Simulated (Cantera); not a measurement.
Input (Python, Cantera):

```python
import numpy as np
import cantera as ct

surf = ct.Interface("ptcombust.yaml", "Pt_surf")
gas = surf.adjacent["gas"]
gas.TPX = 725, 500000, {'CO': 0.019, 'O2': 0.011, 'N2': 0.79}
surf.TP = 725, 500000
reactor = ct.FlowReactor(gas, clone=False)
reactor.area = 0.0001  # m2
reactor.surface_area_to_volume_ratio = 8000  # 1/m
reactor.mass_flow_rate = 0.39 * reactor.area * gas.density  # inlet velocity 0.39 m/s
reactor.energy_enabled = False
wall = ct.ReactorSurface(surf, reactor, clone=False)
net = ct.ReactorNet([reactor])
net.rtol, net.atol = 1e-8, 1e-16
show, cover = ['CO', 'O2', 'H2O', 'CO2'], ['PT(S)', 'H(S)', 'O(S)', 'OH(S)', 'CO(S)', 'C(S)']

rows = []
print(f"{'z/m':>9s}{'u/(m/s)':>9s}" + "".join(f"{s:>13s}" for s in show + cover))
for z in [8e-05, 0.00014, 0.00025, 0.00045, 0.0008, 0.0014, 0.0025, 0.0045, 0.008]:
    net.advance(z)
    rows.append([reactor.speed, *gas[show].X, *surf[cover].coverages])
    print(f"{z:9.4g}{rows[-1][0]:9.3g}" + "".join(f"{x:13.4e}" for x in rows[-1][1:]))
```

Output:

```
      z/m  u/(m/s)           CO           O2          H2O          CO2        PT(S)         H(S)         O(S)        OH(S)        CO(S)         C(S)
    8e-05     0.39   2.3014e-02   1.3336e-02   8.8300e-30   1.5853e-04   2.0201e-02  -5.9429e-23   1.1098e-03  -1.2826e-19   9.7869e-01   8.9240e-12
  0.00014     0.39   2.2896e-02   1.3278e-02   2.1031e-29   2.7754e-04   2.0253e-02   1.6146e-22   1.1106e-03   3.3494e-19   9.7864e-01   8.9397e-12
  0.00025     0.39   2.2680e-02   1.3170e-02   4.3117e-29   4.9598e-04   2.0348e-02  -1.0667e-23   1.1121e-03  -2.0020e-20   9.7854e-01   8.9687e-12
  0.00045     0.39   2.2287e-02   1.2974e-02   1.0232e-28   8.9398e-04   2.0526e-02  -1.2747e-21   1.1150e-03  -2.5685e-18   9.7836e-01   9.0223e-12
   0.0008     0.39   2.1596e-02   1.2629e-02   1.5112e-28   1.5932e-03   2.0850e-02  -9.5619e-21   1.1202e-03  -2.3174e-17   9.7803e-01   9.1186e-12
   0.0014    0.389   2.0403e-02   1.2033e-02   2.3692e-27   2.8005e-03   2.1447e-02  -3.3824e-20   1.1302e-03  -4.8090e-17   9.7742e-01   9.2917e-12
   0.0025    0.389   1.8183e-02   1.0925e-02   4.6624e-27   5.0464e-03   2.2711e-02  -3.0157e-20   1.1521e-03  -6.1593e-17   9.7614e-01   9.6390e-12
   0.0045    0.388   1.4006e-02   8.8406e-03   7.8810e-27   9.2725e-03   2.5857e-02   1.0959e-19   1.2124e-03   1.6632e-16   9.7293e-01   1.0394e-11
    0.008    0.387   5.7054e-03   4.6981e-03   1.6712e-26   1.7670e-02   4.0425e-02  -7.8786e-21   1.5994e-03  -1.0418e-17   9.5798e-01   1.2129e-11
```

Detailed kinetics in Cantera: Deutschmann's 1995 Pt surface mechanism with GRI-Mech 3.0 gas chemistry. Catalytic surfaces can have several steady states; this one follows from the mechanism file's or the stated starting coverage. Mass transfer to the wall is taken as infinitely fast.
